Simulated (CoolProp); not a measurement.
Computed with CoolProp (reference Helmholtz-energy equation of state, Thol 2019).

Problem. For dodecamethylpentasiloxane (MD3M), give the phase and the density (kg/m³), cp (kJ/(kg K)), Joule-Thomson coefficient (K/MPa), isothermal compressibility (1/MPa) at 526 K and 3.17 bar; 541.7 K and 3.17 bar; 620 K and 3.17 bar.

Solution. 
- 526 K and 3.17 bar: liquid; density 625, cp 2.21, Joule-Thomson coefficient 0.140, isothermal compressibility 0.0167
- 541.7 K and 3.17 bar: liquid; density 601, cp 2.26, Joule-Thomson coefficient 0.303, isothermal compressibility 0.0227
- 620 K and 3.17 bar: gas; density 27.6, cp 2.15, Joule-Thomson coefficient 13.7, isothermal compressibility 3.73
